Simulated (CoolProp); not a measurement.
Properties of vinyl chloride along the isotherm 326.6 K (Tc = 425.0 K, pc = 5.600 MPa, ω = 0.160).

Model: reference Helmholtz-energy equation of state, Thol 2022, in CoolProp.

```json
[
 {"p (MPa)": "0.00885", "phase": "gas", "density (kg/m³)": "0.2039", "cp (kJ/(kg K))": "0.9132", "expansivity (1/kK)": "3.073", "fugacity coefficient": "0.9988"},
 {"p (MPa)": "0.0168", "phase": "gas", "density (kg/m³)": "0.3875", "cp (kJ/(kg K))": "0.9142", "expansivity (1/kK)": "3.084", "fugacity coefficient": "0.9978"},
 {"p (MPa)": "0.0318", "phase": "gas", "density (kg/m³)": "0.7350", "cp (kJ/(kg K))": "0.9162", "expansivity (1/kK)": "3.103", "fugacity coefficient": "0.9958"},
 {"p (MPa)": "0.0603", "phase": "gas", "density (kg/m³)": "1.399", "cp (kJ/(kg K))": "0.9198", "expansivity (1/kK)": "3.141", "fugacity coefficient": "0.9920"},
 {"p (MPa)": "0.114", "phase": "gas", "density (kg/m³)": "2.665", "cp (kJ/(kg K))": "0.9270", "expansivity (1/kK)": "3.215", "fugacity coefficient": "0.9849"},
 {"p (MPa)": "0.217", "phase": "gas", "density (kg/m³)": "5.147", "cp (kJ/(kg K))": "___", "expansivity (1/kK)": "3.368", "fugacity coefficient": "0.9712"},
 {"p (MPa)": "0.411", "phase": "gas", "density (kg/m³)": "10.04", "cp (kJ/(kg K))": "___", "expansivity (1/kK)": "3.702", "fugacity coefficient": "0.9454"},
 {"p (MPa)": "0.779", "phase": "gas", "density (kg/m³)": "___", "cp (kJ/(kg K))": "1.053", "expansivity (1/kK)": "4.576", "fugacity coefficient": "0.8961"},
 {"p (MPa)": "1.48", "phase": "liquid", "density (kg/m³)": "845.0", "cp (kJ/(kg K))": "1.601", "expansivity (1/kK)": "___", "fugacity coefficient": "___"},
 {"p (MPa)": "2.8", "phase": "liquid", "density (kg/m³)": "___", "cp (kJ/(kg K))": "1.589", "expansivity (1/kK)": "2.425", "fugacity coefficient": "0.2844"}
]
```

Question: Complete the blanks.

Answer: 
- 0.217, cp (kJ/(kg K)): 0.9417
- 0.411, cp (kJ/(kg K)): 0.9731
- 0.779, density (kg/m³): 20.31
- 1.48, expansivity (1/kK): 2.507
- 1.48, fugacity coefficient: 0.5191
- 2.8, density (kg/m³): 849.1
